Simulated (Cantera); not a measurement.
Input (Python, Cantera) and output of one run.

```python
import numpy as np
import cantera as ct

gas_names = """
    H HNO HNO2 HNO3 HO2 H2 H2O H2O2 N NH NH2 NH3 NH2OH NO NO2 NO3 N2 N2H2 N2H4 N2O O OH O2 O3 Si SiH
    SiH2 SiH3 SiH4 SiN SiO SiO2 Si2 Si2N Si3
""".split()
cond_names = """
    H2O(s) H2O(L) Si(cr) Si(L) SiO2(Lqz) SiO2(hqz) SiO2(L) Si2N2O(s) Si3N4(a)
""".split()


# ... load() reads the species with a 1 bar reference pressure and builds the phases ...
atoms = {
    'Si3N4': {'Si': 3, 'N': 4},
    'H2O': {'H': 2, 'O': 1},
}
top_T = {'Si2N2O(s)': 2100, 'Si3N4(a)': 2400}  # K; cautious upper limits of use, not melting points


# ... equilibrate(T, P, feed) seeds the gas with the atoms and calls Mixture.equilibrate('TP', solver="vcs", rtol=1e-11, max_steps=5000) ...
results = []
feed = {'Si3N4': 1, 'H2O': 0.11}  # mol
T = 1523  # K
P = 1000  # Pa
mix = equilibrate(T, P, feed)
results.append((T, P, feed, dict(zip(mix.species_names, mix.species_moles))))
x = sorted(zip(gas.X, gas.species_names), reverse=True)
print(f"T = {T:g} K  P = {P:g} Pa  gas = {mix.phase_moles(0):.4g} mol")
print("   x: " + "  ".join(f"{s} {v:.3e}" for v, s in x if v > 0.001))
print("   condensed (mol): " + ("  ".join(f"{mix.phase(i).name} {mix.phase_moles(i):.4g}"
      for i in range(1, mix.n_phases) if mix.phase_moles(i) > 1e-12) or "none"))
```

It prints:

```
T = 1523 K  P = 1000 Pa  gas = 0.1467 mol
   x: H2 7.498e-01  N2 2.500e-01
   condensed (mol): Si2N2O(s) 0.11  Si3N4(a) 0.9267
```

These are equilibrium values from Cantera (NASA tables, ideal gas, pure condensed phases), not measurements of a reactor. Mutual solubility and eutectic melting of coexisting phases are not modelled.
